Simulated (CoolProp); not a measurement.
Normal hydrogen at 293.15 K and 0.547 MPa flows at 0.083 m/s in a round tube of 100 mm bore and 15 µm roughness, fully developed (64/Re and Nu = 3.66 if laminar; Colebrook and Gnielinski if turbulent). Each further row changes one setting.

Computed with CoolProp (reference Helmholtz-energy equation of state, Leachman 2009).

| case | Reynolds number | Darcy friction factor | pressure drop (Pa/m) | heat-transfer coefficient (W/(m² K)) | mass flow (kg/h) |
|---|---|---|---|---|---|
| as stated | 425 | 0.150 | 0.00234 | 6.73 | 1.06 |
| velocity 0.166 m/s | 851 | 0.0752 | 0.00467 | 6.73 | 2.12 |
| diameter 200 mm | 851 | 0.0752 | 0.000584 | 3.37 | 4.23 |

Viscosity comes from a separate model (Muzny 2013). Thermal conductivity comes from a separate model (Assael 2011).
